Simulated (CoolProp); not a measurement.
Vapour-liquid equilibrium of R125 (1) + R143a (2) at 5.15 bar; x and y are mole fractions of (1).

Values from CoolProp's multi-fluid Helmholtz-energy mixture model, Lemmon 2005 and Lemmon and Jacobsen 2000; pair parameters Lemmon 2004.

Question: Give the bubble temperature and the first vapour's composition at x = 0.05, 0.55, 0.75. Is there an azeotrope?

Answer: x = 0.05: -5.8 °C, y = 0.049; x = 0.55: -6.3 °C, y = 0.568; x = 0.75: -6.9 °C, y = 0.770. y crosses x between x = 0.15 and 0.25: the model has an azeotrope there.

The pair parameters rest on a limited set of measurements; away from them the model extrapolates.
